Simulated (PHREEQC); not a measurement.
0.087 g of hydrous ferric oxide (600 m²/g; 0.2 weak and 0.005 strong sites per Fe, Dzombak-Morel constants, diffuse double layer) in 1 kg of water with 0.3 mol/kgw of an inert sodium salt and 0.00079 mmol/kgw MnCl2 and 0.00023 mmol/kgw Ag2SO4, at 25 °C; the pH is set by adding NaOH or the inert anion's acid. The system is closed to oxygen. No CO2 enters from the air. No solid was allowed to form.

Model: ion-association model, wateq4f.dat, run in PHREEQC.

| pH | Mn sorbed (%) | S sorbed (%) | Ag sorbed (%) |
|---|---|---|---|
| 4 | 0.0 | 62.6 | 0.0 |
| 4.38 | 0.0 | 57.9 | 0.0 |
| 4.75 | 0.0 | 49.7 | 0.1 |
| 5.12 | 0.0 | 37.8 | 0.3 |
| 5.5 | 0.2 | 23.8 | 0.9 |
| 5.88 | 0.8 | 12.2 | 2.6 |
| 6.25 | 3.3 | 5.3 | 6.9 |
| 6.62 | 12.8 | 2.0 | 15.7 |
| 7 | 38.5 | 0.7 | 31.1 |
| 7.38 | 72.4 | 0.2 | 51.0 |
| 7.75 | 91.5 | 0.1 | 70.2 |
| 8.12 | 97.9 | 0.0 | 84.3 |
| 8.5 | 99.5 | 0.0 | 92.7 |
| 8.88 | 99.9 | 0.0 | 96.7 |
| 9.25 | 100.0 | 0.0 | 98.5 |
| 9.62 | 100.0 | 0.0 | 99.3 |
| 10 | 100.0 | 0.0 | 99.7 |
